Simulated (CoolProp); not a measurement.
A simple Rankine cycle with dimethyl ether: condensing at 313.15 K, boiler at 2.83 MPa, turbine inlet 405.1 K, turbine efficiency 0.85, pump efficiency 0.6, no recuperator. Each further row changes one setting.

Values from CoolProp's reference Helmholtz-energy equation of state, Wu 2011.

```
case                             thermal efficiency (%)  net work (kJ/kg)  heat in (kJ/kg)  turbine exit temperature (K)  volume ratio over the turbine
-------------------------------  ----------------------  ----------------  ---------------  ----------------------------  -----------------------------
as stated                                          10.3              51.5              499                           [?]                           3.16
turbine inlet 425.1 K                              10.4              56.5              542                           [?]                           3.11
condensing temperature 305.15 K                     [?]              61.3              519                           [?]                           3.88
boiler pressure 1.98 MPa                            [?]               [?]              519                         371.0                           2.18
turbine efficiency 0.75                             9.0               [?]              499                           [?]                           3.21
```

**Question.** Fill in the missing entries.

**Answer.** 
- as stated, turbine exit temperature (K): 352.7
- turbine inlet 425.1 K, turbine exit temperature (K): 374.1
- condensing temperature 305.15 K, thermal efficiency (%): 11.8
- condensing temperature 305.15 K, turbine exit temperature (K): 344.4
- boiler pressure 1.98 MPa, thermal efficiency (%): 7.6
- boiler pressure 1.98 MPa, net work (kJ/kg): 39.3
- turbine efficiency 0.75, net work (kJ/kg): 44.8
- turbine efficiency 0.75, turbine exit temperature (K): 356.5
